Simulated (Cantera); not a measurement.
A closed system holds: 1 mol Si, 3.8 mol HCl, 6.8 mol H2, held at 10000 Pa.

Cantera equilibrium calculation (NASA polynomials, part measured and part estimated; ideal gas, pure solids and liquids). Candidate condensed phases: Si; 19 gas species. The numbers say what is thermodynamically allowed, not how fast it happens.

**Question.** What share of the Si ends up in condensed phases as a function of T (°C), at 350, 500, 650, 800, 950, 1100, 1250?

**Answer.** 
```
T (°C)  Si condensed (%)     as
------  ----------------  -----
350                  0.0      -
500                  0.0      -
650                  0.4  Si(s)
800                  5.1  Si(s)
950                  8.6  Si(s)
1100                 2.4  Si(s)
1250                 0.0      -
```
